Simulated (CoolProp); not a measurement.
Vapour-liquid equilibrium of CHF3 (R23) (1) + R227EA (2) at 243 kPa; x and y are mole fractions of (1).

The numbers come from the multi-fluid Helmholtz-energy mixture model, Penoncello 2003 and Lemmon 2016; pair parameters Bell 2016 in CoolProp.

Task: Give the bubble temperature and the first vapour's composition at x = 0.05, 0.35, 0.8. Is there an azeotrope?

Result: x = 0.05: 267.6 K, y = 0.360; x = 0.35: 228.4 K, y = 0.925; x = 0.8: 212.1 K, y = 0.989. No azeotrope shows between x = 0.05 and 0.95.

The pair parameters rest on a limited set of measurements; away from them the model extrapolates. The gap from Raoult's law changes sign with composition, which may be real or a fault of the pair parameters; it wasn't checked against measurements.
